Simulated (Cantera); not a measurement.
An isothermal, constant-pressure homogeneous reactor starts with 0.656 % H₂, 99.3 % O₂, equivalence ratio 0.0033, at 1425 K and 0.0263 atm.

Detailed kinetics in Cantera: the H2/O2 subset of GRI-Mech 3.0, which has no nitrogen chemistry. Radical loss at walls, strong at low pressure, is not modelled.

x: mole fraction; the columns are a selection and need not sum to one.

```csv
t (s),x H₂,x O₂,x H₂O,x HO₂,x H₂O₂
1.00e-6,0.00656,0.993,<1e-12,4.28e-10,<1e-12
6.47e-6,0.00656,0.993,9.90e-12,2.77e-9,<1e-12
4.19e-5,0.00656,0.993,1.37e-9,1.79e-8,2.08e-12
0.000271,0.00656,0.993,1.13e-7,1.16e-7,7.42e-11
0.00176,0.00622,0.993,0.000237,7.42e-7,___
0.0114,1.63e-5,0.987,0.00603,4.77e-7,___
0.0737,1.22e-5,0.989,0.00612,4.05e-7,___
0.477,3.41e-6,0.992,0.00636,1.89e-7,___
3.09,2.41e-7,0.993,0.00652,3.74e-8,8.16e-10
20.0,2.87e-8,0.993,0.00656,3.59e-8,1.48e-10
```

**Question.** Some entries are withheld; supply them.

**Answer.** 
- 0.00176, x H₂O₂: 1.83e-9
- 0.0114, x H₂O₂: 1.08e-8
- 0.0737, x H₂O₂: 9.57e-9
- 0.477, x H₂O₂: 5.09e-9
